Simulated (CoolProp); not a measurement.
The numbers come from the reference Helmholtz-energy equation of state, Schmidt 1985 in CoolProp. Above 300 K oxygen's equation is extrapolated.

Problem. For oxygen, give the phase and the cv (kJ/(kg K)), Joule-Thomson coefficient (K/MPa) at 743.6 K and 0.205 bar; 570.1 K and 131 bar.

Solution. 
- 743.6 K and 0.205 bar: gas; cv 0.782, Joule-Thomson coefficient 0.0234
- 570.1 K and 131 bar: supercritical; cv 0.741, Joule-Thomson coefficient 0.286
